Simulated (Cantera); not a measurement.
Input: 1 mol PbO, 0.68 mol H2, 0.17 mol N2, held at 700 °C and 61000 Pa.

Cantera equilibrium calculation (NASA polynomials, part measured and part estimated; ideal gas, pure solids and liquids). Candidate condensed phases: H2O, Pb, PbO, PbO2, Pb3O4; 27 gas species. Kinetics and transport are ignored.

Base state: H2O 0.800, N2 0.200, H2 0.000107, Pb 1.43e-5 (mole fractions); condensed: Pb(l) + PbO(yellow).

Question: What changes in the equilibrium state with this change: PbO replaced by Fe(CO)5?

Answer: 
```csv
species,before,after
CO,0,0.579
CO2,0,0.205
H2,0.000107,0.140
H2O,0.800,0.0307
N2,0.200,0.0434
Pb,1.43e-5,0
CH4,0,0.00153
"Pb(l), mol",0.680,0
"PbO(yellow), mol",0.320,0
"C(graphite), mol",0,1.92
"FeO(s), mol",0,1.00
```
The tables' stoichiometric FeO is somewhat more stable than real wüstite, so its field is too wide. FeO: taken at fixed stoichiometry. Further candidate phases: C, C6H6, C7H8, C8H18, Fe, Fe(CO)5, FeO, Fe(OH)2, Fe(OH)3, Fe2O3, Fe3O4.

Question: What changes in the equilibrium state with this change: temperature from 700 °C to 1050 °C?

Answer: 
| species | before | after |
|---|---|---|
| H2O | 0.800 | 0.794 |
| N2 | 0.200 | 0.199 |
| Pb | 1.43e-5 | 0.00576 |
| PbO | 1.98e-7 | 0.00109 |
| H2 | 0.000107 | 0.000425 |
| Pb(l), mol | 0.680 | 0.675 |
| PbO(yellow), mol | 0.320 | 0 |
| PbO(l), mol | 0 | 0.319 |
Each liquid is taken as pure. Mutual solubility and eutectic melting of coexisting phases are not modelled. Gases not in the tables: (PbO)n polymers.
